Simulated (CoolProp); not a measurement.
A simple Rankine cycle with 1,2-dichloroethane: condensing at 291.15 K, boiler at 0.0581 MPa, turbine inlet 354.9 K, turbine efficiency 0.65, pump efficiency 0.6, no recuperator. Each further row changes one setting.

Computed with CoolProp (reference Helmholtz-energy equation of state, Thol 2015).

```tsv
case	thermal efficiency (%)	net work (kJ/kg)	heat in (kJ/kg)	turbine exit temperature (K)	volume ratio over the turbine
as stated	8.7	35.6	411	311.8	6.94
turbine inlet 374.9 K	8.8	37.7	429	330.4	6.95
condensing temperature 283.15 K	10.0	42.0	421	304.0	10.3
boiler pressure 0.0407 MPa	7.3	30.0	411	319.0	4.95
turbine efficiency 0.55	7.3	30.1	411	318.3	7.09
```
